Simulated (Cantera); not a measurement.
A perfectly stirred reactor is fed with H2 : O2 : N2 = 1.5 : 1 : 0.78 (molar parts), at 150 Torr; it is held at 1400 K, and followed from long to short residence time.

Computed with Cantera and GRI-Mech 3.0 (53 species, 325 reactions). The temperature is held fixed by assumption; the heat of reaction is taken as removed at once.

```
quantity                  before     after
----------------------  --------  --------
x(H2) at τ = 6.50 s     0.000119   3.35e-5
x(O2) at τ = 6.50 s       0.0987    0.0988
x(H) at τ = 6.50 s       4.77e-6   2.47e-7
x(H2O) at τ = 6.50 s       0.592     0.593
x(H2O2) at τ = 6.50 s    2.04e-7   1.40e-7
x(H2) at τ = 88.0 ms     0.00211  0.000619
x(O2) at τ = 88.0 ms      0.0988    0.0989
x(H) at τ = 88.0 ms     0.000367   1.64e-5
x(H2O) at τ = 88.0 ms      0.588     0.592
x(H2O2) at τ = 88.0 ms   1.33e-6   1.20e-6
```

**Question.** Name the change that produced these shifts.
A. N2 0.78 to 6.2 parts
B. pressure from 150 Torr to 100.0 Torr
C. pressure from 150 Torr to 735 Torr
D. N2 0.78 to 5.1 parts

**Answer.** C, pressure from 150 Torr to 735 Torr
